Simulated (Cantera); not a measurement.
PH3 + O2 (abatement and gas-phase synthesis)

Input: 1 mol PH3, a varied amount of O2, held at 3073.15 K and 900 Torr.

Equilibrium computed with Cantera from the NASA thermochemical tables; the gas is ideal and each condensed phase is pure. Candidate condensed phases: H2O, P, P4O10; 17 gas species. Gases not in the tables: HPO2, HPO3 and P4O6. Equilibrium is a limit: real reactors are often held back by kinetics, nucleation or transport.

| n(O2) (mol) | x H2 | x PO | x P2 | x H | x H2O | x PO2 | x P |
|---|---|---|---|---|---|---|---|
| 0.12 | 0.571 | 0.0890 | 0.156 | 0.136 | 0.0118 | 0.00137 | 0.0285 |
| 0.14 | 0.565 | 0.102 | 0.148 | 0.135 | 0.0138 | 0.00186 | 0.0278 |
| 0.17 | 0.555 | 0.122 | 0.136 | 0.134 | 0.0168 | 0.00274 | 0.0267 |
| 0.2 | 0.546 | 0.140 | 0.125 | 0.133 | 0.0199 | 0.00379 | 0.0255 |
| 0.24 | 0.534 | 0.163 | 0.110 | 0.131 | 0.0241 | 0.00547 | 0.0240 |
| 0.29 | 0.520 | 0.190 | 0.0936 | 0.129 | 0.0297 | 0.00804 | 0.0221 |
| 0.34 | 0.506 | 0.214 | 0.0781 | 0.128 | 0.0356 | 0.0112 | 0.0202 |
| 0.41 | 0.486 | 0.243 | 0.0586 | 0.125 | 0.0449 | 0.0167 | 0.0175 |
| 0.49 | 0.463 | 0.269 | 0.0397 | 0.122 | 0.0575 | 0.0248 | 0.0144 |
| 0.59 | 0.434 | 0.289 | 0.0218 | 0.118 | 0.0778 | 0.0385 | 0.0107 |
x: gas mole fraction; nothing condenses.

From 0.12 mol O2 to 0.59 mol O2 nothing is condensed.
